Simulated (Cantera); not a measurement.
Input (Python, Cantera) and output of one run.

```python
import numpy as np
import cantera as ct

gas_names = """
    CL CL2 H HCL H2 N NH NH2 NH3 N2 N2H2 N2H4 Si SiCL SiCL2 SiCL3 SiCL4 SiH SiHCL3 SiH2 SiH2CL2 SiH3
    SiH3CL SiH4 SiN Si2 Si2N Si3
""".split()
cond_names = """
    NH4CL(a) NH4CL(b) Si(cr) Si(L) Si3N4(a)
""".split()


# ... load() reads the species with a 1 bar reference pressure and builds the phases ...
atoms = {
    'SiH2Cl2': {'Si': 1, 'H': 2, 'CL': 2},
    'NH3': {'N': 1, 'H': 3},
}
top_T = {'Si3N4(a)': 2400}  # K; cautious upper limits of use, not melting points


# ... equilibrate(T, P, feed) seeds the gas with the atoms and calls Mixture.equilibrate('TP', solver="vcs", rtol=1e-11, max_steps=5000) ...
results = []
feed = {'SiH2Cl2': 1, 'NH3': 14}  # mol
T = 1848.15  # K
for P in [5, 26, 140, 710, 3700, 19000, 100000]:
    mix = equilibrate(T, P, feed)
    results.append((T, P, feed, dict(zip(mix.species_names, mix.species_moles))))
    x = sorted(zip(gas.X, gas.species_names), reverse=True)
    print(f"T = {T:g} K  P = {P:g} Pa  gas = {mix.phase_moles(0):.4g} mol")
    print("   x: " + "  ".join(f"{s} {v:.3e}" for v, s in x if v > 1e-06))
    print("   condensed (mol): " + ("  ".join(f"{mix.phase(i).name} {mix.phase_moles(i):.4g}"
          for i in range(1, mix.n_phases) if mix.phase_moles(i) > 1e-12) or "none"))
```

Output:

```
T = 1848.15 K  P = 5 Pa  gas = 31.91 mol
   x: H2 6.333e-01  N2 2.194e-01  H 5.974e-02  HCL 5.256e-02  Si 2.744e-02  CL 3.769e-03  SiCL2 2.756e-03  SiCL 8.399e-04  SiH 1.539e-04  Si2 4.168e-05  SiN 3.503e-05  Si2N 1.167e-05  SiH2 5.755e-06  Si3 2.108e-06
   condensed (mol): none
T = 1848.15 K  P = 26 Pa  gas = 31.15 mol
   x: H2 6.698e-01  N2 2.246e-01  HCL 4.541e-02  H 2.694e-02  Si 2.185e-02  SiCL2 8.054e-03  CL 1.388e-03  SiCL 1.281e-03  SiH 2.873e-04  Si2 1.374e-04  Si2N 8.878e-05  SiN 6.436e-05  Si3 2.878e-05  SiH2 2.520e-05  SiCL3 2.961e-06
   condensed (mol): none
T = 1848.15 K  P = 140 Pa  gas = 30.34 mol
   x: H2 6.958e-01  N2 2.307e-01  HCL 4.661e-02  H 1.183e-02  SiCL2 9.038e-03  Si 4.490e-03  SiCL 6.152e-04  CL 6.025e-04  SiH 1.397e-04  Si2N 4.749e-05  Si2 3.125e-05  SiN 3.111e-05  SiH2 2.898e-05  SiCL3 7.763e-06  Si3 7.245e-06
   condensed (mol): Si(L) 0.5592
T = 1848.15 K  P = 710 Pa  gas = 30.12 mol
   x: H2 7.041e-01  N2 2.324e-01  HCL 4.736e-02  SiCL2 9.224e-03  H 5.286e-03  Si 8.854e-04  SiCL 2.760e-04  CL 2.703e-04  SiH 6.238e-05  SiH2 2.932e-05  Si2N 2.117e-05  SiCL3 1.802e-05  SiN 1.387e-05  Si2 6.162e-06  Si3 1.429e-06
   condensed (mol): Si(L) 0.6817
T = 1848.15 K  P = 3700 Pa  gas = 30.04 mol
   x: H2 7.073e-01  N2 2.330e-01  HCL 4.763e-02  SiCL2 9.286e-03  H 2.321e-03  Si 1.699e-04  SiCL 1.213e-04  CL 1.188e-04  SiCL3 4.156e-05  SiH2 2.945e-05  SiH 2.739e-05  Si2N 9.284e-06  SiN 6.082e-06  Si2 1.182e-06  SiHCL3 1.148e-06
   condensed (mol): Si(L) 0.7084
T = 1848.15 K  P = 19000 Pa  gas = 29.49 mol
   x: H2 7.187e-01  N2 2.195e-01  HCL 5.374e-02  SiCL2 6.867e-03  H 1.032e-03  SiCL3 7.796e-05  CL 5.867e-05  SiCL 3.537e-05  Si 1.953e-05  SiH2 1.767e-05  SiH 7.192e-06  SiHCL3 4.920e-06  SiH2CL2 3.413e-06  SiN 1.538e-06  NH3 1.436e-06  Si2N 1.386e-06  SiCL4 1.307e-06
   condensed (mol): Si3N4(a) 0.2641
T = 1848.15 K  P = 100000 Pa  gas = 29.4 mol
   x: H2 7.172e-01  N2 2.175e-01  HCL 6.163e-02  SiCL2 3.010e-03  H 4.496e-04  SiCL3 8.999e-05  CL 2.936e-05  SiHCL3 1.302e-05  SiH2CL2 7.857e-06  NH3 7.499e-06  SiCL 5.885e-06  SiH2 5.862e-06  SiCL4 3.974e-06  SiH3CL 1.469e-06  Si 1.234e-06  SiH 1.041e-06
   condensed (mol): Si3N4(a) 0.3026
```

Cantera equilibrium calculation (NASA polynomials, part measured and part estimated; ideal gas, pure solids and liquids). The tables' values for SiCl, SiCl3, SiN are old estimates; treat these amounts as uncertain. Gases not in the tables: Si2H6 and higher silanes.
